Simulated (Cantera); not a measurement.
Feed: 1 mol AlBr₃, 11 mol O₂, 1 mol N₂, at 1623 K and 1.00 bar.

These are equilibrium values from Cantera (NASA tables, ideal gas, pure condensed phases), not measurements of a reactor. Candidate condensed phases: Al, AlBr₃, AlN, Al₂O₃, Br₂; 21 gas species. Kinetics and transport are ignored.

Base state: O₂ 0.754, Br 0.122, N₂ 0.0730, Br₂ 0.0495, NO 0.00123, O 1.65e-5 (mole fractions); condensed: Al₂O₃(s).

Problem. What changes in the equilibrium state with this change: AlBr₃ replaced by AlI₃?

Solution. 
```
species         before    after
-------------  -------  -------
O₂               0.754    0.726
I                    0    0.193
N₂              0.0730   0.0703
Br               0.122        0
Br₂             0.0495        0
I₂                   0  0.00960
NO             0.00123  0.00118
O              1.65e-5  1.62e-5
Al₂O₃(s), mol    0.500    0.500
```
Further candidate phases: AlI₃, I₂.
